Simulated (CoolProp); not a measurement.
Model: reference Helmholtz-energy equation of state, McLinden 2020, in CoolProp.

Problem. For R1336mzz(Z), give the phase and the density (kg/m³), Joule-Thomson coefficient (K/MPa), isothermal compressibility (1/MPa), fugacity coefficient at 350.7 K and 0.125 MPa; 369 K and 0.122 MPa; 486.9 K and 3.72 MPa.

Solution. 
- 350.7 K and 0.125 MPa: gas; density 7.31, Joule-Thomson coefficient 21.9, isothermal compressibility 8.33, fugacity coefficient 0.964
- 369 K and 0.122 MPa: gas; density 6.73, Joule-Thomson coefficient 18.0, isothermal compressibility 8.46, fugacity coefficient 0.971
- 486.9 K and 3.72 MPa: supercritical; density 254, Joule-Thomson coefficient 10.8, isothermal compressibility 0.500, fugacity coefficient 0.697
